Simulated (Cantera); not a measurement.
# Si3N4 + O2 + N2 + HCl (nitride etching)

Feed: 1 mol Si3N4, 8.4 mol O2, 23 mol N2, a varied amount of HCl, equilibrated at 1923 K and 0.170 bar.

Method: chemical equilibrium by Gibbs-energy minimisation in Cantera with the NASA 1993 tables (ideal gas, pure condensed phases). Candidate condensed phases: H2O, NH4Cl, Si, SiO2, Si2N2O, Si3N4; 47 gas species. The tables hold silica as quartz up to 1696 K and as liquid above; real silica turns to tridymite and cristobalite and melts near 1996 K. Rates play no part.

```csv
n(HCl) (mol),x N2,x HCl,x O2,x Cl,x H2O,x NO,x Cl2,x OH,n SiO2(condensed)
2.9,0.743,0.0583,0.151,0.0273,0.0137,0.00506,0.000428,0.000735,3.00
4.6,0.705,0.0922,0.141,0.0364,0.0186,0.00476,0.000764,0.000840,3.00
7.3,0.653,0.141,0.126,0.0473,0.0245,0.00434,0.00129,0.000939,3.00
12,0.579,0.214,0.107,0.0604,0.0318,0.00376,0.00210,0.00103,3.00
19,0.496,0.299,0.0858,0.0724,0.0387,0.00312,0.00302,0.00107,3.00
29,0.412,0.389,0.0650,0.0820,0.0443,0.00247,0.00388,0.00107,3.00
47,0.316,0.496,0.0424,0.0895,0.0488,0.00175,0.00462,0.00101,3.00
75,0.232,0.595,0.0239,0.0918,0.0502,0.00112,0.00486,0.000887,3.00
```
x: gas mole fraction; n: condensed amount in mol.

From 2.9 mol HCl to 75 mol HCl the condensed part is SiO2(condensed).
